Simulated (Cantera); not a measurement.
Cantera run, input and output.

```python
import numpy as np
import cantera as ct

gas = ct.Solution("h2o2.yaml")
gas.TPX = 575, 101325, {'H2': 1, 'O2': 0.588, 'N2': 2.21}
inlet = ct.Reservoir(gas, clone=True)
gas.equilibrate("HP")  # start burning
reactor = ct.IdealGasConstPressureReactor(gas, energy="on", clone=False)
exhaust = ct.Reservoir(gas, clone=True)
tau = [0.16, 0.062, 0.024, 0.0095, 0.0037, 0.0014, 0.00056, 0.00022, 8.6e-05, 3.3e-05][0]
for a, b in ((inlet, reactor), (reactor, exhaust)):
    ct.MassFlowController(a, b, mdot=lambda t: reactor.mass / tau)
net = ct.ReactorNet([reactor])
show = ['H2', 'O2', 'O', 'H2O2', 'H', 'H2O', 'OH']

rows = []
print(f"{'tau/s':>10s}{'T/K':>9s}" + "".join(f"{s:>11s}" for s in show))
for tau in [0.16, 0.062, 0.024, 0.0095, 0.0037, 0.0014, 0.00056, 0.00022, 8.6e-05, 3.3e-05]:
    net.initial_time = 0.0
    net.advance(30 * tau)
    before = gas.X
    net.advance(40 * tau)
    drift = np.max(np.abs(gas.X - before) / (gas.X + 1e-9))
    rows.append([gas.T, *gas[show].X, drift])
    print(f"{tau:10.3e}{gas.T:9.1f}" + "".join(f"{x:11.3e}" for x in gas[show].X))
```

Result:

```
     tau/s      T/K         H2         O2          O       H2O2          H        H2O         OH
 1.600e-01   2409.3  6.834e-03  2.671e-02  1.530e-03  2.723e-07  1.415e-03  2.877e-01  1.106e-02
 6.200e-02   2406.7  7.037e-03  2.676e-02  1.576e-03  2.704e-07  1.481e-03  2.873e-01  1.119e-02
 2.400e-02   2400.0  7.554e-03  2.691e-02  1.695e-03  2.661e-07  1.655e-03  2.864e-01  1.153e-02
 9.500e-03   2383.9  8.774e-03  2.726e-02  1.986e-03  2.592e-07  2.102e-03  2.842e-01  1.228e-02
 3.700e-03   2346.6  1.149e-02  2.811e-02  2.688e-03  2.570e-07  3.287e-03  2.793e-01  1.376e-02
 1.400e-03   2271.6  1.651e-02  2.992e-02  4.179e-03  2.851e-07  6.232e-03  2.699e-01  1.590e-02
 5.600e-04   2160.8  2.283e-02  3.265e-02  6.468e-03  3.700e-07  1.171e-02  2.573e-01  1.757e-02
 2.200e-04   2010.9  2.962e-02  3.641e-02  9.507e-03  5.740e-07  2.084e-02  2.422e-01  1.788e-02
 8.600e-05   1831.1  3.595e-02  4.126e-02  1.262e-02  1.097e-06  3.368e-02  2.260e-01  1.625e-02
 3.300e-05   1627.5  4.408e-02  4.860e-02  1.442e-02  2.521e-06  4.858e-02  2.076e-01  1.278e-02
```

Detailed kinetics in Cantera: the H2/O2 subset of GRI-Mech 3.0, which has no nitrogen chemistry.
